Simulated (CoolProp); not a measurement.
n-perfluoropentane at several states: fugacity coefficient from the reference equation and from simpler models built on Tc = 421.0 K, pc = 20.63 bar, ω = 0.436; each cubic takes its own stable root.

Model: reference Helmholtz-energy equation of state, Gao 2022, in CoolProp.

```
T (K)  p (bar)   phase  reference
-----  -------  ------  ---------
491.4     17.6     gas     0.8445
369.3     15.6  liquid     0.3913
306      0.646     gas     0.9676
454.3    0.265     gas     0.9967
190.9     2.82  liquid  0.0002591
```

Question: How far does each simpler model (Redlich-Kwong, Soave-Redlich-Kwong, Peng-Robinson) lie from the reference over these 5 states: mean and median of the absolute difference, and the worst?

Answer: 
- Redlich-Kwong: mean 289.5 %, median 2.3 %, worst +1417.6 % at 190.9 K and 2.82 bar
- Soave-Redlich-Kwong: mean 1.1 %, median 0.8 %, worst +2.5 % at 369.3 K and 15.6 bar
- Peng-Robinson: mean 4.6 %, median 0.6 %, worst +20.6 % at 190.9 K and 2.82 bar
